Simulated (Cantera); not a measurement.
**Transport properties of process gases**

Gas mixture: CO2 : N2O = 0.76 : 0.064 (molar parts), at 0.00138 atm, frozen composition.

Cantera's kinetic-theory transport with the Lennard-Jones parameters of GRI-Mech 3.0, ideal gas; thermal conductivity in the multicomponent form. The composition is frozen, though it would react at the higher temperatures.

| T (K) | ρ (kg/m³) | cp (J/kg/K) | μ (µPa s) | λ (mW/m/K) | Pr | D (cm²/s) H2O | D (cm²/s) N2 | D (cm²/s) NH3 |
|---|---|---|---|---|---|---|---|---|
| 400 | 0.00185 | 940.4 | 19.7 | 25.3 | 0.734 | 207 | 193 | 203 |
| 600 | 0.00124 | 1078 | 27.8 | 40.9 | 0.734 | 458 | 393 | 444 |
| 800 | 0.000926 | 1170 | 34.8 | 55.5 | 0.733 | 787 | 645 | 756 |
| 1000 | 0.000741 | 1236 | 40.9 | 69.0 | 0.732 | 1180 | 941 | 1130 |
| 1200 | 0.000618 | 1281 | 46.5 | 81.5 | 0.731 | 1640 | 1280 | 1560 |
| 1400 | 0.000529 | 1314 | 51.7 | 93.1 | 0.730 | 2150 | 1650 | 2040 |
| 1600 | 0.000463 | 1340 | 56.6 | 104 | 0.729 | 2710 | 2070 | 2570 |
D: mixture-averaged diffusion coefficient of that species in the mixture.
